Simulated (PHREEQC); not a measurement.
Solution (15 °C): 0.16 mol/kgw H3PO4 and 1.6e-06 mol/kgw H4SiO4. Closed to the air; pH follows from the charge balance.

Model: ion-association model, phreeqc.dat, run in PHREEQC.

Each row changes one thing in this solution. No solid was allowed to form.

```csv
case,pH,ionic strength (mol/kgw)
as made,1.50,0.0361
H4SiO4 left out,1.50,0.0361
H4SiO4 from 1.6e-06 to 3.2e-07 mol/kgw,1.50,0.0361
temperature from 15 to 85 °C,1.64,0.0262
H3PO4 left out,7.16,6.86e-8
H3PO4 from 0.16 to 0.24 mol/kgw,1.41,0.0458
H3PO4 from 0.16 to 0.32 mol/kgw,1.33,0.0542
H4SiO4 replaced by H2SiF6 at the same molality,1.50,0.0361
temperature from 15 to 55 °C,1.59,0.0296
```

Complexes and solids missing from the database can't appear. Constants without temperature data keep their 25 °C values here. SiF6-2 is the database's only silicon fluoride.
